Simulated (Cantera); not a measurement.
Input: 1 mol Si, 13 mol CO₂, 1 mol H₂, held at 948 K and 1.00 bar.

Method: chemical equilibrium by Gibbs-energy minimisation in Cantera with the NASA 1993 tables (ideal gas, pure condensed phases). Candidate condensed phases: C, C₆H₆, C₇H₈, C₈H₁₈, H₂O, Si, SiC, SiO₂; 123 gas species. Equilibrium is a limit: real reactors are often held back by kinetics, nucleation or transport.

Base state: CO₂ 0.737, CO 0.191, H₂O 0.0486, H₂ 0.0228 (mole fractions); condensed: SiO₂(β-quartz).

Task: What changes in the equilibrium state with this change: temperature from 948 K to 2073 K?

Result: 
```csv
species,before,after
CO₂,0.737,0.718
CO,0.191,0.210
H₂O,0.0486,0.0671
H₂,0.0228,0.00406
SiO,<1e-9,1.30e-5
OH,<1e-9,0.000315
H,<1e-9,0.000168
O₂,<1e-9,6.60e-5
"SiO₂(β-quartz), mol",1.00,0
"SiO₂(l), mol",0,1.000
```
The tables hold silica as quartz up to 1696 K and as liquid above; real silica turns to tridymite and cristobalite and melts near 1996 K. Gases not in the tables: Si(OH)₄.

Task: What changes in the equilibrium state with this change: temperature from 948 K to 673 K?

Result: 
```csv
species,before,after
CO₂,0.737,0.913
H₂O,0.0486,0.0698
CO,0.191,0.00829
H₂,0.0228,0.00775
CH₄,7.78e-6,0.000916
"SiO₂(β-quartz), mol",1.00,0
"C(graphite), mol",0,1.38
"SiO₂(α-quartz), mol",0,1.00
```

Task: What changes in the equilibrium state with this change: CO₂ from 13 to 0.059 mol?

Result: 
```tsv
species	before	after
H₂	0.0228	1.000
CH₄	7.78e-6	4.13e-5
CO₂	0.737	<1e-9
CO	0.191	<1e-9
H₂O	0.0486	<1e-9
SiO₂(β-quartz), mol	1.00	0.0590
Si(s), mol	0	0.882
SiC(s), mol	0	0.0590
```
